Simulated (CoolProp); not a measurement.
Aqueous propylene glycol as a coolant, 5 % by mass, freezing at -1.2 °C, 1 atm.

The numbers come from the Melinder's fits for secondary coolants in CoolProp.

```csv
T (°C),viscosity (mPa s),Prandtl number,density (kg/m³),conductivity (W/(m K))
5.4,1.85,14.0,1004,0.548
12,1.51,11.2,1004,0.558
18.6,1.25,9.09,1003,0.569
25.1,1.06,7.57,1001,0.579
31.7,0.910,6.40,999.0,0.588
38.3,0.791,5.49,996.7,0.597
```
